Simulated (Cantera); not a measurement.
A perfectly stirred reactor is fed with 12.0 % CH4, 18.5 % O2, 69.5 % N2, equivalence ratio 1.3, at 13.0 bar; it is adiabatic with a 475 K inlet, and is followed from long to short residence time, starting on the burning branch (τ in s: 0.49, 0.2, 0.085, 0.035, 0.015, 0.0061, 0.0025, 0.0011, 0.00044, 0.00018, 7.6e-05, 3.2e-05).

Model: GRI-Mech 3.0 (53 species, 325 reactions), integrated in Cantera. The pressure lies above the range GRI-Mech 3.0 was tuned for (to about 10 atm).

Q: Predict: blow-out, bracketed by the residence times tried; x(CH4) at τ = 0.490 s; x(O2) at τ = 0.490 s; x(HCO) at τ = 0.490 s; x(CH2CO) at τ = 0.490 s; x(CO) at τ = 0.490 s; x(CH4) at τ = 2.50 ms; x(O2) at τ = 2.50 ms; x(HCO) at τ = 2.50 ms; x(CH2CO) at τ = 2.50 ms; x(CO) at τ = 2.50 ms.

A: 
```
Quantity                                                                      Result
------------------------------------------------  ----------------------------------
blow-out, bracketed by the residence times tried  burning at 76.0 µs, out at 32.0 µs
x(CH4) at τ = 0.490 s                                                        1.28e-5
x(O2) at τ = 0.490 s                                                         6.28e-6
x(HCO) at τ = 0.490 s                                                        6.13e-8
x(CH2CO) at τ = 0.490 s                                                      1.30e-8
x(CO) at τ = 0.490 s                                                          0.0622
x(CH4) at τ = 2.50 ms                                                       0.000972
x(O2) at τ = 2.50 ms                                                        0.000644
x(HCO) at τ = 2.50 ms                                                        2.05e-7
x(CH2CO) at τ = 2.50 ms                                                      3.55e-6
x(CO) at τ = 2.50 ms                                                          0.0605
```
